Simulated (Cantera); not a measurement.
Input (Python, Cantera) and output of one run.

```python
import numpy as np
import cantera as ct

gas_names = """
    CL CL2 H HCL H2 K KCL KH K2 K2CL2
""".split()
cond_names = """
    K(cr) K(L) KCL(s) KCL(L)
""".split()


# ... load() reads the species with a 1 bar reference pressure and builds the phases ...
atoms = {
    'KCl': {'K': 1, 'CL': 1},
    'H2': {'H': 2},
}
top_T = {}  # K; cautious upper limits of use, not melting points


# ... equilibrate(T, P, feed) seeds the gas with the atoms and calls Mixture.equilibrate('TP', solver="vcs", rtol=1e-11, max_steps=5000) ...
results = []
feed = {'KCl': 1, 'H2': 0.9}  # mol
P = 133.322  # Pa
for T in [1173, 1198, 1223, 1248, 1273, 1298, 1323, 1348, 1373, 1398, 1423, 1448, 1473]:
    mix = equilibrate(T, P, feed)
    results.append((T, P, feed, dict(zip(mix.species_names, mix.species_moles))))

top = {s: max(r[3][s] / sum(r[3][g] for g in gas_names) for r in results) for s in gas_names}
cols = sorted((s for s in top if top[s] > 0.001), key=lambda s: -top[s])[:8]
seen = [c for c in cond_names if any(r[3].get(c, 0) > 1e-12 for r in results)]
print("log10 of partial pressures in bar; condensed amounts in mol")
print(f"{'T/K':>10s}" + "".join(f"{s[:9]:>10s}" for s in cols + seen))
for T, P, feed, n in results:
    ng = sum(n[g] for g in gas_names)
    print(f"{T:10.4g}" + "".join(f"{np.log10(max(n[s] / ng * P / 1e5, 1e-99)):10.3f}" for s in cols)
          + "".join(f"{n.get(c, 0):10.4g}" for c in seen))
```

Result:

```
log10 of partial pressures in bar; condensed amounts in mol
       T/K       KCL        H2     K2CL2         K       HCL
      1173    -3.201    -3.185    -4.317    -6.011    -6.011
      1198    -3.188    -3.189    -4.460    -5.907    -5.907
      1223    -3.178    -3.192    -4.603    -5.810    -5.810
      1248    -3.172    -3.195    -4.746    -5.717    -5.717
      1273    -3.168    -3.197    -4.886    -5.629    -5.629
      1298    -3.165    -3.198    -5.024    -5.545    -5.545
      1323    -3.163    -3.199    -5.157    -5.465    -5.465
      1348    -3.162    -3.200    -5.288    -5.387    -5.387
      1373    -3.161    -3.201    -5.414    -5.313    -5.313
      1398    -3.161    -3.202    -5.537    -5.242    -5.242
      1423    -3.161    -3.202    -5.655    -5.173    -5.173
      1448    -3.162    -3.203    -5.770    -5.107    -5.107
      1473    -3.162    -3.204    -5.882    -5.043    -5.043
```

Equilibrium computed with Cantera from the NASA thermochemical tables; the gas is ideal and each condensed phase is pure.
